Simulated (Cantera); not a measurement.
Cantera run:

```python
import numpy as np
import cantera as ct

gas_names = """
    C CO CO2 C2 C2O C3 C3O2 C4 C5 Fe FeC5O5 FeO O O2 O3
""".split()
cond_names = """
    C(gr) Fe(a) Fe(c) Fe(d) Fe(L) FeC5O5(L) FeO(s) FeO(L) Fe2O3(s) Fe3O4(s)
""".split()


def load(file, names, dense=False):
    # The tables refer to 1 bar. Condensed volumes are neglected.
    table = {s.name: s for s in ct.Species.list_from_file(file)}
    out = []
    for n in names:
        d = dict(table[n].input_data)
        d["thermo"] = dict(d["thermo"], **{"reference-pressure": 1e5})
        if dense:
            d["equation-of-state"] = {"model": "constant-volume", "density": "1e6 g/cm^3"}
        out.append(ct.Species.from_dict(d))
    return out


gas = ct.Solution(thermo="ideal-gas", species=load("nasa_gas.yaml", gas_names))
cond = {s.name: ct.Solution(thermo="fixed-stoichiometry", species=[s], name=s.name)
        for s in load("nasa_condensed.yaml", cond_names, dense=True)}
atoms = {
    'Fe3O4': {'Fe': 3, 'O': 4},
    'C': {'C': 1},
    'CO': {'C': 1, 'O': 1},
}
top_T = {'C(gr)': 4500, 'Fe2O3(s)': 1830, 'Fe3O4(s)': 1870}  # K; cautious upper limits of use, not melting points


def equilibrate(T, P, feed):
    n = {}
    for name, mol in feed.items():
        for a, k in atoms[name].items():
            n[a] = n.get(a, 0.0) + k * mol
    gas.TPX = T, P, n
    mass = sum(n.values()) * gas.mean_molecular_weight
    gas.equilibrate("TP")
    valid = [c for c in cond.values() if c.min_temp <= T <= top_T.get(c.name, c.max_temp)]
    mix = ct.Mixture([(gas, mass / gas.mean_molecular_weight)] + [(c, 0.0) for c in valid])
    mix.T, mix.P = T, P
    mix.equilibrate("TP", solver="vcs", rtol=1e-11, max_steps=5000)
    return mix


results = []
feed = {'Fe3O4': 1, 'C': 4.6, 'CO': 0.74}  # mol
T = 2275  # K
for P in [10, 36, 130, 460, 1700, 6000, 22000, 77000, 280000, 1000000]:
    mix = equilibrate(T, P, feed)
    results.append((T, P, feed, dict(zip(mix.species_names, mix.species_moles))))

top = {s: max(r[3][s] / sum(r[3][g] for g in gas_names) for r in results) for s in gas_names}
cols = sorted((s for s in top if top[s] > 0.0001), key=lambda s: -top[s])[:5]
seen = [c for c in cond_names if any(r[3].get(c, 0) > 1e-12 for r in results)]
print("log10 of partial pressures in bar; condensed amounts in mol")
print(f"{'P/Pa':>10s}" + "".join(f"{s[:9]:>10s}" for s in cols + seen))
for T, P, feed, n in results:
    ng = sum(n[g] for g in gas_names)
    print(f"{P:10.4g}" + "".join(f"{np.log10(max(n[s] / ng * P / 1e5, 1e-99)):10.3f}" for s in cols)
          + "".join(f"{n.get(c, 0):10.4g}" for c in seen))
```

Result:

```
log10 of partial pressures in bar; condensed amounts in mol
      P/Pa        CO        Fe        C3     C(gr)     Fe(L)
        10    -4.213    -4.412    -7.980     0.597         0
        36    -3.657    -3.855    -7.980    0.5992         0
       130    -3.099    -3.298    -7.980    0.5998         0
       460    -2.550    -2.749    -7.980    0.5999         0
      1700    -1.935    -2.269    -7.980       0.6    0.8009
      6000    -1.263    -2.269    -7.980       0.6     2.532
   2.2e+04    -0.668    -2.269    -7.980       0.6     2.881
   7.7e+04    -0.117    -2.269    -7.980       0.6     2.967
   2.8e+05     0.446    -2.269    -7.980    0.6001     2.991
     1e+06     1.000    -2.269    -7.980    0.6004     2.997
```

These are equilibrium values from Cantera (NASA tables, ideal gas, pure condensed phases), not measurements of a reactor. Iron dissolves carbon and melts from about 1420 K in contact with it, which pure phases cannot show. Condensed phases not in the tables: cementite and carbon dissolved in iron.
